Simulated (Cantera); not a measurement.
## Silicon oxide and oxynitride deposition: HMDSO + H2O + H2 + O3

Feed: 1 mol HMDSO, 0.29 mol H2O, 0.26 mol H2, 2 mol O3, held at 1850 °C and 13.3 mbar.

Method: chemical equilibrium by Gibbs-energy minimisation in Cantera with the NASA 1993 tables (ideal gas, pure condensed phases). Candidate condensed phases: C, C6H6, C7H8, C8H18, H2O, Si, SiC, SiO2; 123 gas species. The feed counts by its element totals alone. Gases not in the tables: Si2H6 and higher silanes. Rates play no part.

x(H2): 0.546
x(CO): 0.332
x(SiO): 0.0932
x(H): 0.0230
x(Si): 0.00516
x(Si2C): 0.000230
x(SiH): 0.000227
x(SiH2): 4.53e-5
x(C2H2 (acetylene)): 3.93e-5
n(SiC(s)): 0.301 mol
gas amount: 17.13 mol
log10 activity of Si(l) (absent): -0.39
log10 activity of C(graphite) (absent): -0.68
